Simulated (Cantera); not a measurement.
Feed: 1 mol SiCl₄, 0.12 mol HCl, a varied amount of H₂, at 800 K and 100 Pa.

These are equilibrium values from Cantera (NASA tables, ideal gas, pure condensed phases), not measurements of a reactor. Candidate condensed phases: Si; 19 gas species. The tables' values for SiCl₃ are old estimates; treat these amounts as uncertain. Rates play no part.

log p: log10 of the partial pressure in bar; n: condensed amount in mol.

| n(H₂) (mol) | log p H₂ | log p SiCl₄ | log p HCl | log p SiHCl₃ | log p SiCl₃ | log p SiH₂Cl₂ | log p SiCl₂ | n Si(s) |
|---|---|---|---|---|---|---|---|---|
| 28 | -3.02 | -4.51 | -5.11 | -5.46 | -7.11 | -7.51 | -7.67 | 0 |
| 37 | -3.01 | -4.64 | -5.19 | -5.51 | -7.16 | -7.47 | -7.63 | 0 |
| 46 | -3.01 | -4.74 | -5.25 | -5.54 | -7.20 | -7.44 | -7.61 | 0 |
| 56 | -3.01 | -4.83 | -5.31 | -5.58 | -7.23 | -7.42 | -7.59 | ___ |
| 65 | -3.01 | -4.90 | -5.32 | -5.63 | -7.29 | -7.45 | -7.63 | ___ |
| 74 | -3.01 | -4.96 | -5.34 | -5.68 | -7.33 | -7.48 | -7.66 | ___ |
| 83 | -3.01 | -5.02 | -5.35 | -5.72 | -7.37 | -7.51 | -7.68 | ___ |
| 93 | -3.01 | -5.07 | -5.36 | -5.76 | -7.41 | -7.54 | -7.71 | ___ |
| 100 | -3.01 | -5.11 | -5.37 | -5.78 | -7.44 | -7.55 | -7.73 | ___ |
| 110 | -3.01 | -5.15 | -5.38 | -5.82 | -7.47 | -7.58 | -7.75 | ___ |
| 120 | -3.01 | -5.19 | -5.39 | -5.85 | -7.51 | -7.60 | -7.77 | ___ |

Question: Some entries are withheld; supply them.

Answer: 
- 56, n Si(s): 0.000354
- 65, n Si(s): 0.00718
- 74, n Si(s): 0.0139
- 83, n Si(s): 0.0204
- 93, n Si(s): 0.0275
- 100, n Si(s): 0.0323
- 110, n Si(s): 0.0392
- 120, n Si(s): 0.0459
